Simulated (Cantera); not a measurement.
A freely propagating, adiabatic, planar premixed flame of 54.1 % H2, 9.68 % O2, 36.3 % N2, unburnt at 650 K and 9.87 atm; mixture-averaged transport, grid criteria slope 0.08 and curve 0.16, no radiation.

Computed with Cantera and the H2/O2 subset of GRI-Mech 3.0, which has no nitrogen chemistry. The hydrogen kinetics of GRI-Mech 3.0 are dated; newer H2 mechanisms differ, most at raised pressure. Burning velocities carry a grid error of a few per cent, more on coarse grids.

x: mole fraction of selected species; z is measured from the peak of heat release.

```csv
z (mm),T (K),u (m/s),x H2,x O2,x OH,x H2O2,x O,x H2O
-0.0833,650,8.20,0.541,0.0968,<1e-8,<1e-8,<1e-8,<1e-8
-0.0555,650,8.20,0.541,0.0968,<1e-8,<1e-8,<1e-8,1.81e-7
-0.0416,650,8.20,0.540,0.0968,<1e-8,<1e-8,<1e-8,1.61e-6
-0.0278,654,8.23,0.539,0.0970,<1e-8,1.83e-7,3.63e-8,3.59e-5
-0.0139,[?],9.18,0.526,0.0972,6.15e-5,2.86e-5,1.43e-5,0.00443
-0.00694,[?],12.2,0.493,0.0877,0.000530,6.93e-5,0.000179,0.0323
0,[?],16.1,0.442,0.0615,0.00106,2.74e-5,0.000703,0.0899
0.00694,1632,19.0,0.397,0.0309,0.00154,5.02e-6,0.000843,0.150
0.0139,1769,20.6,0.374,0.0126,0.00163,2.25e-6,0.000515,0.185
0.0278,1882,21.8,0.363,0.00204,0.00153,7.01e-7,0.000164,0.206
0.0555,1964,22.6,0.367,0.000126,0.00127,1.89e-7,6.32e-5,0.211
0.111,2026,23.2,0.372,9.78e-6,0.000906,7.49e-8,2.70e-5,0.212
0.222,2070,23.7,0.377,2.74e-6,0.000568,2.95e-8,9.65e-6,0.213
```

Problem. Some entries are withheld; supply them.

Solution. 
- -0.0139, T (K): 745
- -0.00694, T (K): 1022
- 0, T (K): 1378
